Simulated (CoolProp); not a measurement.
Saturation properties of propane.

Computed with CoolProp (reference Helmholtz-energy equation of state, Lemmon 2009).

```json
[
 {"T (K)": "180.7", "p (bar)": "0.05351", "liquid density (kg/m³)": "635.9", "enthalpy of vaporisation (kJ/kg)": "473.7", "vapour Z": "0.9958", "vapour viscosity (µPa s)": "5.02", "liquid conductivity (mW/(m K))": "160"},
 {"T (K)": "185", "p (bar)": "0.07394", "liquid density (kg/m³)": "631.4", "enthalpy of vaporisation (kJ/kg)": "469.8", "vapour Z": "0.9946", "vapour viscosity (µPa s)": "?", "liquid conductivity (mW/(m K))": "157"},
 {"T (K)": "189.3", "p (bar)": "0.1005", "liquid density (kg/m³)": "?", "enthalpy of vaporisation (kJ/kg)": "465.9", "vapour Z": "0.9932", "vapour viscosity (µPa s)": "5.24", "liquid conductivity (mW/(m K))": "155"},
 {"T (K)": "193.7", "p (bar)": "0.1353", "liquid density (kg/m³)": "622.2", "enthalpy of vaporisation (kJ/kg)": "?", "vapour Z": "0.9914", "vapour viscosity (µPa s)": "5.35", "liquid conductivity (mW/(m K))": "152"},
 {"T (K)": "198", "p (bar)": "0.1784", "liquid density (kg/m³)": "617.6", "enthalpy of vaporisation (kJ/kg)": "458.0", "vapour Z": "0.9895", "vapour viscosity (µPa s)": "5.46", "liquid conductivity (mW/(m K))": "149"},
 {"T (K)": "202.3", "p (bar)": "0.2320", "liquid density (kg/m³)": "612.9", "enthalpy of vaporisation (kJ/kg)": "?", "vapour Z": "0.9872", "vapour viscosity (µPa s)": "5.57", "liquid conductivity (mW/(m K))": "147"},
 {"T (K)": "206.6", "p (bar)": "0.2981", "liquid density (kg/m³)": "608.3", "enthalpy of vaporisation (kJ/kg)": "449.9", "vapour Z": "0.9846", "vapour viscosity (µPa s)": "5.68", "liquid conductivity (mW/(m K))": "144"},
 {"T (K)": "210.9", "p (bar)": "0.3784", "liquid density (kg/m³)": "603.6", "enthalpy of vaporisation (kJ/kg)": "445.8", "vapour Z": "0.9816", "vapour viscosity (µPa s)": "5.79", "liquid conductivity (mW/(m K))": "142"}
]
```

Some entries are withheld; supply them.


- 185, vapour viscosity (µPa s): 5.13
- 189.3, liquid density (kg/m³): 626.8
- 193.7, enthalpy of vaporisation (kJ/kg): 461.9
- 202.3, enthalpy of vaporisation (kJ/kg): 454.0

It boils at 231.0 K under 1 atm.

Viscosity comes from a separate model (Vogel 1998). Thermal conductivity comes from a separate model (Marsh 2002).
